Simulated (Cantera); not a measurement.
A perfectly stirred reactor is fed with 75.2 % CH4, 24.8 % CO2, at 0.424 atm; it is held at 2148 K, and followed from long to short residence time.

Cantera simulation using GRI-Mech 3.0 (53 species, 325 reactions); the numbers are that mechanism's predictions, not measurements. GRI-Mech 3.0 stops at C3 and has no aromatics, soot or wall deposition, so with more carbon than oxygen in the feed, carbon stays in small species such as C2H2 where larger ones or solid carbon would form.

One state of this run: x CH4 = 0.000948; x CO2 = 1.57e-5; x O = 3.52e-10; x HO2 = <1e-12; x CH2O = 2.72e-8; x HCO = 1.39e-7; x H2 = 0.621. x: mole fraction; the columns are a selection and need not sum to one.

Problem. Which value of τ (s) does it belong to?
A. 1.0
B. 0.19
C. 28
D. 5.4

Solution. D, 5.4
